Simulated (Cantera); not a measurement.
Feed: 1 mol CS2, 0.63 mol H2, at 100000 Pa.

These are equilibrium values from Cantera (NASA tables, ideal gas, pure condensed phases), not measurements of a reactor. Candidate condensed phases: C, C6H6, C7H8, C8H18, S; 83 gas species. Gases not in the tables: S3 to S7. Kinetics and transport are ignored.

x: gas mole fraction; n: condensed amount in mol.

```json
[
 {"T (°C)": "525", "x H2S": "0.479", "x CS2": "0.474", "x H2": "0.00109", "x S2": "0.0450", "x SH": "5.91e-7", "x S8": "___", "n C(graphite)": "0.379"},
 {"T (°C)": "600", "x H2S": "0.475", "x CS2": "0.471", "x H2": "0.00323", "x S2": "0.0510", "x SH": "2.85e-6", "x S8": "___", "n C(graphite)": "0.380"},
 {"T (°C)": "675", "x H2S": "0.469", "x CS2": "0.466", "x H2": "0.00804", "x S2": "0.0564", "x SH": "1.07e-5", "x S8": "___", "n C(graphite)": "0.384"},
 {"T (°C)": "750", "x H2S": "0.458", "x CS2": "0.464", "x H2": "0.0173", "x S2": "0.0615", "x SH": "3.27e-5", "x S8": "___", "n C(graphite)": "0.385"},
 {"T (°C)": "825", "x H2S": "0.438", "x CS2": "0.462", "x H2": "0.0329", "x S2": "0.0664", "x SH": "8.53e-5", "x S8": "___", "n C(graphite)": "0.382"},
 {"T (°C)": "900", "x H2S": "0.410", "x CS2": "0.463", "x H2": "0.0559", "x S2": "0.0712", "x SH": "0.000194", "x S8": "___", "n C(graphite)": "0.373"},
 {"T (°C)": "975", "x H2S": "0.372", "x CS2": "0.465", "x H2": "0.0858", "x S2": "0.0761", "x SH": "0.000393", "x S8": "___", "n C(graphite)": "0.361"},
 {"T (°C)": "1050", "x H2S": "0.329", "x CS2": "0.469", "x H2": "0.120", "x S2": "0.0809", "x SH": "0.000721", "x S8": "<1e-12", "n C(graphite)": "0.344"},
 {"T (°C)": "1125", "x H2S": "0.284", "x CS2": "0.472", "x H2": "0.157", "x S2": "0.0857", "x SH": "0.00122", "x S8": "<1e-12", "n C(graphite)": "0.325"}
]
```

Question: What belongs in the gaps?

Answer: 
- 525, x S8: 0.00102
- 600, x S8: 9.95e-6
- 675, x S8: 2.03e-7
- 750, x S8: 7.54e-9
- 825, x S8: 4.51e-10
- 900, x S8: 3.99e-11
- 975, x S8: 4.85e-12
